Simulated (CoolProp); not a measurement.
Vapour-liquid equilibrium of R1234yf (1) + R227EA (2) at 0.125 MPa; x and y are mole fractions of (1).

Model: multi-fluid Helmholtz-energy mixture model, Lemmon 2022 and Lemmon 2016; pair parameters Bell 2016, in CoolProp.

| x | bubble temperature (K) | y at the bubble point | dew temperature at overall composition x (K) | liquid density (mol/L) |
|---|---|---|---|---|
| 0.05 | 260.9 | 0.081 | 261.3 | 9.069 |
| 0.125 | 259.7 | 0.193 | 260.4 | 9.204 |
| 0.2 | 258.5 | 0.295 | 259.6 | 9.340 |
| 0.275 | 257.4 | 0.388 | 258.7 | 9.478 |
| 0.35 | 256.3 | 0.474 | 257.9 | 9.619 |
| 0.425 | 255.3 | 0.553 | 257.0 | 9.762 |
| 0.5 | 254.4 | 0.626 | 256.0 | 9.908 |
| 0.575 | 253.4 | 0.694 | 255.0 | 10.06 |
| 0.65 | 252.5 | 0.757 | 254.0 | 10.21 |
| 0.725 | 251.6 | 0.816 | 253.0 | 10.36 |
| 0.8 | 250.8 | 0.871 | 251.9 | 10.52 |
| 0.875 | 249.9 | 0.922 | 250.7 | 10.68 |
| 0.95 | 249.1 | 0.970 | 249.5 | 10.84 |

No azeotrope shows between x = 0.05 and 0.95.

Pair parameters are fitted to limited data, so mixtures are less certain than the pure fluids.
